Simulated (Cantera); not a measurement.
Cantera run, input and output.

```python
import numpy as np
import cantera as ct

gas = ct.Solution("gri30.yaml")
gas.TPX = 1300, 2666, {'N2O': 1}
reactor = ct.IdealGasConstPressureReactor(gas, energy="off", clone=False)
net = ct.ReactorNet([reactor])
net.rtol, net.atol = 1e-08, 1e-18
show = ['N2O', 'NO', 'O', 'NO2', 'O2', 'N2']
times = np.geomspace(0.0009, 2, 14)

steps = ct.SolutionArray(gas, extra=["t"])
rows = []
print(f"{'t/s':>10s}{'T/K':>9s}{'P/Pa':>11s}" + "".join(f"{s:>11s}" for s in show))
for t in times:
    while net.time < t:
        t_next = net.step()
        steps.append(gas.state, t=t_next)
    rows.append([np.interp(t, steps.t, y) for y in (steps.T, steps.P, *steps(*show).X.T)])
    print(f"{t:10.3e}{rows[-1][0]:9.1f}{rows[-1][1]:11.4g}" + "".join(f"{x:11.3e}" for x in rows[-1][2:]))
rate = np.gradient(steps.T, steps.t)
print("integrator steps:", len(steps.t))
if steps.T.max() > steps.T[0] + 200:
    print(f"time of steepest temperature rise: {steps.t[rate.argmax()]:.4e} s")
gas.TPX = 1300, 2666, {'N2O': 1}
gas.equilibrate("TP")
print(f"equilibrium (TP): T = {gas.T:.1f} K  " + "  ".join(f"{s} {gas[s].X[0]:.3e}" for s in show))
```

Result:

```
       t/s      T/K       P/Pa        N2O         NO          O        NO2         O2         N2
 9.000e-04   1300.0       2666  9.999e-01  1.035e-05  7.607e-06  7.647e-12  2.967e-05  7.212e-05
 1.628e-03   1300.0       2666  9.998e-01  2.055e-05  7.636e-06  3.007e-11  5.888e-05  1.357e-04
 2.945e-03   1300.0       2666  9.996e-01  3.900e-05  7.637e-06  1.080e-10  1.118e-04  2.507e-04
 5.328e-03   1300.0       2666  9.993e-01  7.238e-05  7.637e-06  3.700e-10  2.074e-04  4.586e-04
 9.639e-03   1300.0       2666  9.986e-01  1.327e-04  7.637e-06  1.230e-09  3.803e-04  8.346e-04
 1.744e-02   1300.0       2666  9.975e-01  2.417e-04  7.637e-06  4.000e-09  6.927e-04  1.514e-03
 3.154e-02   1300.0       2666  9.956e-01  4.385e-04  7.637e-06  1.272e-08  1.257e-03  2.740e-03
 5.706e-02   1300.0       2666  9.920e-01  7.932e-04  7.637e-06  3.914e-08  2.273e-03  4.951e-03
 1.032e-01   1300.0       2666  9.855e-01  1.431e-03  7.636e-06  1.147e-07  4.099e-03  8.922e-03
 1.867e-01   1300.0       2666  9.740e-01  2.569e-03  7.636e-06  3.116e-07  7.364e-03  1.602e-02
 3.378e-01   1300.0       2666  9.537e-01  4.585e-03  7.634e-06  7.640e-07  1.314e-02  2.858e-02
 6.111e-01   1300.0       2666  9.183e-01  8.091e-03  7.632e-06  1.671e-06  2.319e-02  5.044e-02
 1.106e+00   1300.0       2666  8.585e-01  1.401e-02  7.627e-06  3.330e-06  4.016e-02  8.734e-02
 2.000e+00   1300.0       2666  7.626e-01  2.349e-02  7.618e-06  6.232e-06  6.737e-02  1.465e-01
integrator steps: 586
equilibrium (TP): T = 1300.0 K  N2O 4.589e-09  NO 4.609e-04  O 6.294e-07  NO2 1.025e-06  O2 3.331e-01  N2 6.664e-01
```

Cantera simulation using GRI-Mech 3.0 (53 species, 325 reactions); the numbers are that mechanism's predictions, not measurements. GRI-Mech 3.0 was tuned for natural gas; its chemistry of N2O as a main component is partial and can be far from experiment. Radical loss at walls, strong at low pressure, is not modelled. The mechanism lacks the step 2 NO + O2 → 2 NO2, which can matter for NO2 below about 1400 K. The temperature is held fixed by assumption; the heat of reaction is taken as removed at once.
